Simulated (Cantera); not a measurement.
# Adiabatic ignition

An adiabatic, constant-volume homogeneous reactor starts with CH₄ : H₂ : O₂ : N₂ = 1 : 1.1 : 2.63 : 9.88 (molar parts), equivalence ratio 0.97, at 1425 K and 1200000 Pa.

Computed with Cantera and GRI-Mech 3.0 (53 species, 325 reactions). The pressure lies above the range GRI-Mech 3.0 was tuned for (to about 10 atm). Above 3000 K some thermodynamic fits are extrapolated.

| t (s) | T (K) | P (bar) | x CH₄ | x H₂ | x O₂ | x NO₂ | x H₂O | x H |
|---|---|---|---|---|---|---|---|---|
| 8.00e-6 | 1427 | 12.0 | 0.0682 | 0.0751 | 0.180 | <1e-12 | 0.000357 | 1.09e-5 |
| 2.29e-5 | 3019 | 25.6 | <1e-12 | 0.0201 | 0.0251 | 2.84e-7 | 0.174 | 0.00868 |
| 6.58e-5 | 3115 | 26.2 | <1e-12 | 0.0178 | 0.0170 | 9.28e-6 | 0.181 | 0.00583 |
| 0.000188 | 3111 | 26.1 | <1e-12 | 0.0179 | 0.0163 | 1.07e-5 | 0.181 | 0.00578 |
| 0.000540 | 3111 | 26.1 | <1e-12 | 0.0179 | 0.0163 | 1.07e-5 | 0.181 | 0.00578 |
| 0.00155 | 3111 | 26.1 | <1e-12 | 0.0179 | 0.0163 | 1.07e-5 | 0.181 | 0.00578 |
| 0.00444 | 3111 | 26.1 | <1e-12 | 0.0179 | 0.0163 | 1.07e-5 | 0.181 | 0.00578 |
| 0.0127 | 3111 | 26.1 | <1e-12 | 0.0179 | 0.0163 | 1.07e-5 | 0.181 | 0.00578 |
| 0.0365 | 3111 | 26.1 | <1e-12 | 0.0179 | 0.0163 | 1.07e-5 | 0.181 | 0.00578 |
| 0.105 | 3111 | 26.1 | <1e-12 | 0.0179 | 0.0163 | 1.07e-5 | 0.181 | 0.00578 |
| 0.300 | 3111 | 26.1 | <1e-12 | 0.0179 | 0.0163 | 1.07e-5 | 0.181 | 0.00578 |
x: mole fraction; the columns are a selection and need not sum to one.

The time of steepest temperature rise comes out as 22.3 µs. The temperature at 0.300 s comes out as 3111 K. The equilibrium temperature is 3111 K. The x(CH₄) at 0.300 s comes out as <1e-12 (gas-phase equilibrium <1e-12) and the x(H₂) at 0.300 s comes out as 0.0179 (gas-phase equilibrium 0.0179). The x(O₂) at 0.300 s comes out as 0.0163 (gas-phase equilibrium 0.0163).
